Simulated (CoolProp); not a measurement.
A closed Brayton cycle with carbon dioxide: compressor inlet 325.15 K and 8.3 MPa, high pressure 21.8 MPa, turbine inlet 635 K, compressor efficiency 0.89, turbine efficiency 0.85, recuperator effectiveness 0 (on enthalpy, no pinch check). Each further row changes one setting.

Values from CoolProp's reference Helmholtz-energy equation of state, Span 1996.

```csv
case,thermal efficiency (%),net work (kJ/kg),compressor to turbine work,compressor exit (K),turbine exit (K)
as stated,12.6,40.3,0.54,404.6,539.5
turbine inlet 585 K,12.1,31.0,0.60,404.6,492.8
compressor inlet 335.15 K,11.8,___,0.61,420.3,539.5
high pressure 18.5 MPa,10.9,___,___,390.8,555.5
recuperator effectiveness 0.5,16.7,40.3,0.54,404.6,539.5
```

Problem. Complete the blanks.

Solution. 
- compressor inlet 335.15 K, net work (kJ/kg): 34.3
- high pressure 18.5 MPa, net work (kJ/kg): 36.3
- high pressure 18.5 MPa, compressor to turbine work: 0.51
